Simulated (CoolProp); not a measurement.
A Linde-Hampson liquefier for ethane: isothermal reversible compression at 320 K from 1 atm to 5 MPa, throttling to 1 atm, return gas leaving the recuperator 2 K below the feed. Each further row changes one setting.

Values from CoolProp's reference Helmholtz-energy equation of state, Bücker 2006.

```
case                        liquid yield per pass  compression work (kJ/kg of gas)
--------------------------  ---------------------  -------------------------------
as stated                                   0.171                              315
high pressure 10 MPa                        0.430                              338
warm-end temperature 350 K                  0.108                              354
warm-end gap 7 K                            0.160                              315
```
